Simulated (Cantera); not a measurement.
A closed system holds: 1 mol SiHCl3, 0.45 mol NH3, 27 mol N2, at 0.465 Torr.

Equilibrium computed with Cantera from the NASA thermochemical tables; the gas is ideal and each condensed phase is pure. Candidate condensed phases: NH4Cl, Si, Si3N4; 28 gas species. The tables' values for SiCl, SiCl3, SiN are old estimates; treat these amounts as uncertain. Rates play no part.

log p: log10 of the partial pressure in bar; n: condensed amount in mol.

```json
[
 {"T (°C)": "552", "log p N2": "-3.24", "log p HCl": "-4.42", "log p SiCl2": "-11.35", "log p H2": "-5.23", "log p Cl": "-12.90", "log p SiCl4": "-5.19", "log p Si": "<-15", "n Si3N4(s)": "0.233"},
 {"T (°C)": "752", "log p N2": "-3.25", "log p HCl": "-4.39", "log p SiCl2": "?", "log p H2": "-5.35", "log p Cl": "?", "log p SiCl4": "?", "log p Si": "<-15", "n Si3N4(s)": "0.244"},
 {"T (°C)": "952", "log p N2": "-3.25", "log p HCl": "-4.38", "log p SiCl2": "?", "log p H2": "-5.38", "log p Cl": "?", "log p SiCl4": "?", "log p Si": "?", "n Si3N4(s)": "?"},
 {"T (°C)": "1152", "log p N2": "-3.25", "log p HCl": "-4.55", "log p SiCl2": "-4.80", "log p H2": "-4.99", "log p Cl": "-7.31", "log p SiCl4": "-7.07", "log p Si": "-9.96", "n Si3N4(s)": "0.0665"},
 {"T (°C)": "1352", "log p N2": "-3.25", "log p HCl": "-4.69", "log p SiCl2": "-4.69", "log p H2": "-4.85", "log p Cl": "-6.52", "log p SiCl4": "-8.70", "log p Si": "-7.49", "n Si3N4(s)": "0"},
 {"T (°C)": "1552", "log p N2": "-3.25", "log p HCl": "-4.68", "log p SiCl2": "-4.71", "log p H2": "-4.88", "log p Cl": "-5.71", "log p SiCl4": "-9.69", "log p Si": "-6.05", "n Si3N4(s)": "0"},
 {"T (°C)": "1752", "log p N2": "-3.26", "log p HCl": "-4.64", "log p SiCl2": "-4.88", "log p H2": "-5.03", "log p Cl": "-4.97", "log p SiCl4": "-10.45", "log p Si": "-5.23", "n Si3N4(s)": "0"}
]
```

Question: Fill in the missing entries.

Answer: 
- 952, log p SiCl2: -5.64
- 952, log p Cl: -8.26
- 952, log p SiCl4: -5.44
- 952, log p Si: -14.11
- 952, n Si3N4(s): 0.224
- 752, log p SiCl2: -7.88
- 752, log p Cl: -10.11
- 752, log p SiCl4: -5.25
